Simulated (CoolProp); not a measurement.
Vapour-liquid equilibrium of fluoroethane (R161) (1) + R1234yf (2) at -78.75 °C; x and y are mole fractions of (1).

Computed with CoolProp (multi-fluid Helmholtz-energy mixture model, Wu 2012 and Lemmon 2022; pair parameters Bell 2016).

Question: Give the bubble pressure and the first vapour's composition at x = 0.05, 0.15, 0.95. Is there an azeotrope?

Answer: x = 0.05: 0.006248 MPa, y = 0.092; x = 0.15: 0.006771 MPa, y = 0.247; x = 0.95: 0.009432 MPa, y = 0.959. No azeotrope shows between x = 0.05 and 0.95.

Pair parameters are fitted to limited data, so mixtures are less certain than the pure fluids.
